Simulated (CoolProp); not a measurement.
A simple Rankine cycle with R141b: condensing at 312.15 K, boiler at 2.95 MPa, turbine inlet 458.6 K, turbine efficiency 0.6, pump efficiency 0.8, no recuperator. Each further row changes one setting.

Values from CoolProp's reference Helmholtz-energy equation of state, Lemmon 2006. It is a short technical equation, of lower accuracy than the large ones.

```tsv
case	thermal efficiency (%)	net work (kJ/kg)	heat in (kJ/kg)	turbine exit temperature (K)	volume ratio over the turbine
as stated	13.4	40.8	304	?	28.7
turbine inlet 478.6 K	13.7	?	332	390.7	26.1
condensing temperature 304.15 K	?	44.5	313	358.9	?
boiler pressure 2.06 MPa	12.7	41.0	324	386.5	17.1
turbine efficiency 0.5	?	33.5	304	372.2	29.4
```

Task: What belongs in the gaps?

Result: 
- as stated, turbine exit temperature (K): 363.8
- turbine inlet 478.6 K, net work (kJ/kg): 45.4
- condensing temperature 304.15 K, thermal efficiency (%): 14.2
- condensing temperature 304.15 K, volume ratio over the turbine: 37.5
- turbine efficiency 0.5, thermal efficiency (%): 11.0
